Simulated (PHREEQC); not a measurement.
Make-up at 25 °C: 0.26 mol/kgw KH2PO4 and 0.0015 mol/kgw NiSO4. Closed to the air; pH follows from the charge balance.

Model: ion-association model, wateq4f.dat, run in PHREEQC.

Each row changes one thing in this solution. No solid was allowed to form.

| case | pH | ionic strength (mol/kgw) |
|---|---|---|
| as made | 4.37 | 0.266 |
| NiSO4 from 0.0015 to 0.003 mol/kgw | 4.37 | 0.271 |
| diluted 5-fold with water | [?] | 0.0533 |
| 0.0093 mol/kgw Na2CO3 added | [?] | [?] |
| NiSO4 left out | [?] | 0.261 |
| NiSO4 from 0.0015 to 0.00075 mol/kgw | 4.37 | 0.264 |
| KH2PO4 replaced by KCl at the same molality | 6.61 | 0.264 |

Q: What belongs in the gaps?

A: 
- diluted 5-fold with water, pH: 4.54
- 0.0093 mol/kgw Na2CO3 added, pH: 5.55
- 0.0093 mol/kgw Na2CO3 added, ionic strength (mol/kgw): 0.296
- NiSO4 left out, pH: 4.38

Some of these states are supersaturated (in Ni3(PO4)2, for instance). H3PO4, which wateq4f.dat lacks, is added to it with the constant of phreeqc.dat. The database has no phosphate complexes of Ni.
